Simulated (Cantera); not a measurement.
Mixture: 9.51 % CH4, 19.0 % O2, 71.5 % N2, equivalence ratio 1.0, at 1000000 Pa, adiabatic and at constant volume. Ignition delay is the time to a rise of 400 K.

Model: GRI-Mech 3.0 (53 species, 325 reactions), integrated in Cantera.

Question: Predict: delay at 1275 K; delay at 1425 K; delay at 1575 K; delay at 1725 K; delay at 1875 K; apparent activation energy between 1800 and 1950 K.

Answer: 
| Quantity | Value |
|---|---|
| delay at 1275 K | 1.84 ms |
| delay at 1425 K | 0.364 ms |
| delay at 1575 K | 87.3 µs |
| delay at 1725 K | 25.4 µs |
| delay at 1875 K | 9.02 µs |
| apparent activation energy between 1800 and 1950 K | 180 kJ/mol |
